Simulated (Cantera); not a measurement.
Feed: 1 mol MgSO₄, 0.97 mol CO₂, 0.19 mol O₂, at 1475 K and 1.33 mbar.

Cantera equilibrium calculation (NASA polynomials, part measured and part estimated; ideal gas, pure solids and liquids). Candidate condensed phases: C, Mg, MgCO₃, MgO, MgS, MgSO₄, S; 26 gas species. Kinetics and transport are ignored.

### Question
What is the equilibrium state?

### Answer
| Property | Value |
|---|---|
| x(SO₂) | 0.376 |
| x(CO₂) | 0.365 |
| x(O₂) | 0.259 |
| x(SO₃) | 0.000297 |
| x(CO) | 6.56e-5 |
| x(O) | 4.00e-5 |
| x(SO) | 4.71e-6 |
| n(MgO(s)) | 1.00 mol |
| gas amount | 2.660 mol |
| log10 activity of S(l) (absent) | -10.01 |
| log10 activity of Mg(l) (absent) | -13.79 |
| log10 activity of C(graphite) (absent) | -13.88 |
